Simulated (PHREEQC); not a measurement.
# Acid mine or pickling water

Synthetic water in mg/L, 70 °C, pH 2.83, pe 12.8:

```
constituent   mg/L
-----------  -----
Na            74.9
K             41.8
Ca             233
Mg            14.5
Cl            55.6
S(6) as SO4    908
Mn(2)         8.15
Sr           0.196
Br           0.383
```

Valence states are taken as typed.

All values are PHREEQC results (ion-association model, phreeqc.dat), not measurements.

No solid was allowed to form.

### Question
Predict the ionic strength, specific conductance.

### Answer
ionic strength 0.0253 mol/kgw; specific conductance 4600 µS/cm.

### Question
In which forms is S present?

### Answer
SO4-2 61 %, CaSO4 17 %, HSO4- 17 %, MgSO4 3.2 %, NaSO4- 0.7 %, MnSO4 0.6 % of the S.

Species that the database lacks are ignored. At this temperature some constants are extrapolated from 25 °C, and those without enthalpy data are left unchanged.
